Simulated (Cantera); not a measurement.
**Al + HCl + H₂ (aluminium and copper etching)**

Feed: 1 mol Al, 1.2 mol HCl, 5 mol H₂, held at 798.15 K.

These are equilibrium values from Cantera (NASA tables, ideal gas, pure condensed phases), not measurements of a reactor. Candidate condensed phases: Al, AlCl₃; 12 gas species. The tables' values for AlCl₂ are old estimates; treat these amounts as uncertain. The numbers say what is thermodynamically allowed, not how fast it happens.

From 0.00750 Torr to 750 Torr the condensed part is Al(s). The main Al-bearing gas is AlCl at 0.00750 Torr and AlCl₃ at 750 Torr.

| P (Pa) | log p H₂ | log p AlCl₃ | log p AlCl | log p Al₂Cl₆ | n Al(s) |
|---|---|---|---|---|---|
| 1 | -5.05 | -6.38 | -6.20 | -12.22 | 0.331 |
| 4.20 | -4.41 | -5.63 | -5.95 | -10.72 | 0.488 |
| 18 | -3.78 | -4.95 | -5.72 | -9.36 | 0.556 |
| 75 | -3.16 | -4.31 | -5.51 | -8.09 | 0.582 |
| 320 | -2.53 | -3.68 | -5.29 | -6.81 | 0.593 |
| 1300 | -1.92 | -3.07 | -5.09 | -5.59 | 0.597 |
| 5600 | -1.28 | -2.44 | -4.88 | -4.34 | 0.599 |
| 24000 | -0.65 | -1.84 | -4.68 | -3.13 | 0.600 |
| 100000 | -0.03 | -1.30 | -4.50 | -2.06 | 0.600 |
log p: log10 of the partial pressure in bar; n: condensed amount in mol.
